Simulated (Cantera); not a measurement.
Mixture: 18.8 % CH4, 17.1 % O2, 64.2 % N2, at 10.0 bar, adiabatic and at constant volume. Ignition delay is the time to a rise of 400 K.

Detailed kinetics in Cantera: GRI-Mech 3.0 (53 species, 325 reactions).

Problem. Predict: delay at 1200 K; delay at 1250 K; delay at 1300 K; delay at 1350 K; delay at 1400 K; delay at 1450 K; apparent activation energy between 1350 and 1450 K.

Solution. 
| Property | Result |
|---|---|
| delay at 1200 K | 6.84 ms |
| delay at 1250 K | 3.71 ms |
| delay at 1300 K | 2.07 ms |
| delay at 1350 K | 1.18 ms |
| delay at 1400 K | 0.688 ms |
| delay at 1450 K | 0.409 ms |
| apparent activation energy between 1350 and 1450 K | 170 kJ/mol |
